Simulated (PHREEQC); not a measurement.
Consider water at 78 °C with 5 mmol/kgw Li2CO3. Closed to the air; pH follows from the charge balance.

Equilibrium calculation in PHREEQC: ion-association model, wateq4f.dat.

Each row changes one thing in this solution. No solid was allowed to form.

```tsv
case	pH	ionic strength (mol/kgw)	CO3-2 (mol/kgw)	HCO3- (mol/kgw)	CO2 (mol/kgw)
as made	9.98	0.0126	0.00255	0.00245	4.82e-7
temperature from 78 to 55 °C	10.31	0.0134	0.00336	0.00164	(withheld)
diluted 100-fold with water	8.34	0.000101	8.32e-7	4.87e-5	4.70e-7
temperature from 78 to 25 °C	10.87	0.0142	0.00416	0.000842	2.26e-8
0.0093 mol/kgw Na2CO3 added	10.09	0.0278	0.00507	0.00331	4.81e-7
Li2CO3 from 0.005 to 0.0075 mol/kgw	10.08	0.0194	0.00436	(withheld)	4.83e-7
Li2CO3 replaced by (NH4)2CO3 at the same molality	7.92	0.00498	3.86e-5	0.00485	0.000115
```

Problem. What belongs in the gaps?

Solution. 
- temperature from 78 to 55 °C, CO2 (mol/kgw): 1.37e-7
- Li2CO3 from 0.005 to 0.0075 mol/kgw, HCO3- (mol/kgw): 0.00314

At this temperature some constants are extrapolated from 25 °C, and those without enthalpy data are left unchanged.
